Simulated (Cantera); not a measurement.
Mixture: CO : H2 : CH4 : O2 : N2 = 1 : 1.2 : 0.075 : 1.25 : 4.7 (molar parts), equivalence ratio 1.0, at 23.0 bar, adiabatic and at constant volume. Ignition delay is the time to a rise of 400 K.

Computed with Cantera and GRI-Mech 3.0 (53 species, 325 reactions). The pressure lies above the range GRI-Mech 3.0 was tuned for (to about 10 atm). Below about 1000 K GRI-Mech 3.0 lacks low-temperature oxidation paths. Below about 950 K walls govern HO2 and H2O2 in real vessels.

### Question
What does this change do: pressure from 23.0 bar to 20.0 bar?

### Answer
| quantity | before | after |
|---|---|---|
| delay at 925 K | 19.5 ms | 21.1 ms |
| delay at 1125 K | 0.265 ms | 0.268 ms |
| delay at 1325 K | 7.43 µs | 6.76 µs |
| delay at 1525 K | 1.04 µs | 1.12 µs |
| apparent activation energy between 1425 and 1625 K | 110 kJ/mol | 100 kJ/mol |
